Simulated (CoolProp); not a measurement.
A single-stage vapour-compression cycle with n-butane: evaporating at 266.15 K (dew point), condensing at 335.15 K (bubble point), superheat 8 K, subcooling 5 K, compressor efficiency 0.65, no pressure losses. Each further row changes one setting.

The numbers come from the reference Helmholtz-energy equation of state, Bücker 2006 in CoolProp.

```csv
case,cooling COP,pressure ratio,discharge temperature (K),refrigerating effect (kJ/kg),volumetric capacity (kJ/m³)
as stated,1.87,8.53,357.8,247,511
evaporating temperature 271.15 K,2.11,___,355.7,255,632
condensing temperature 330.15 K,2.09,___,352.8,261,539
subcooling 10 K,1.97,8.53,357.8,___,539
superheat 18 K,1.91,8.53,368.1,264,___
compressor efficiency 0.55,1.58,8.53,369.0,247,511
```

Some entries are withheld; supply them.


- evaporating temperature 271.15 K, pressure ratio: 7.01
- condensing temperature 330.15 K, pressure ratio: 7.54
- subcooling 10 K, refrigerating effect (kJ/kg): 260
- superheat 18 K, volumetric capacity (kJ/m³): 524
